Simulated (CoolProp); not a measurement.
Vapour-liquid equilibrium of R134a (1) + R142b (2) at 253.6 K; x and y are mole fractions of (1).

The numbers come from the multi-fluid Helmholtz-energy mixture model, Tillner-Roth 1994 and Lemmon 2006; pair parameters Bell 2016 in CoolProp.

```tsv
x	bubble pressure (MPa)	y at the bubble point	dew pressure at overall composition x (MPa)	liquid density (mol/L)
0.05	…	0.114	0.06713	12.15
0.125	…	…	0.07046	12.23
0.2	0.08364	0.368	0.07411	12.31
0.275	0.08993	0.462	0.07811	12.39
0.35	…	0.542	0.08252	…
0.425	0.1014	0.612	0.08735	12.55
0.5	0.1067	…	0.09266	12.64
0.575	0.1116	0.728	…	12.73
0.65	0.1163	0.779	0.1047	12.82
0.725	0.1208	0.827	0.1114	12.91
0.8	0.1250	0.874	0.1182	13.01
0.875	0.1290	0.920	0.1250	13.12
0.95	0.1329	0.968	0.1315	13.22
```

**Question.** Fill in the missing entries.

**Answer.** 
- 0.05, bubble pressure (MPa): 0.06994
- 0.125, bubble pressure (MPa): 0.07697
- 0.125, y at the bubble point: 0.254
- 0.35, bubble pressure (MPa): 0.09586
- 0.35, liquid density (mol/L): 12.47
- 0.5, y at the bubble point: 0.673
- 0.575, dew pressure at overall composition x (MPa): 0.09845

No azeotrope shows between x = 0.05 and 0.95.

Pair parameters are fitted to limited data, so mixtures are less certain than the pure fluids.
